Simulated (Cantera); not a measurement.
Feed: 1 mol Si2H6, 0.11 mol Cl2, 400 mol H2, equilibrated at 1498 K and 350 Pa.

Method: chemical equilibrium by Gibbs-energy minimisation in Cantera with the NASA 1993 tables (ideal gas, pure condensed phases). Candidate condensed phases: Si; 19 gas species. The feed counts by its element totals alone. Equilibrium is a limit: real reactors are often held back by kinetics, nucleation or transport.

Base state: H2 0.999, HCl 0.000544, H 0.000290 (mole fractions); condensed: Si(s).

### Question
What changes in the equilibrium state with this change: Si2H6 replaced by SiCl4?

### Answer
```
species       before     after
----------  --------  --------
H2             0.999     0.990
HCl         0.000544   0.00986
SiCl2        9.48e-7  0.000315
H           0.000290  0.000289
Si(s), mol      2.00     0.871
```
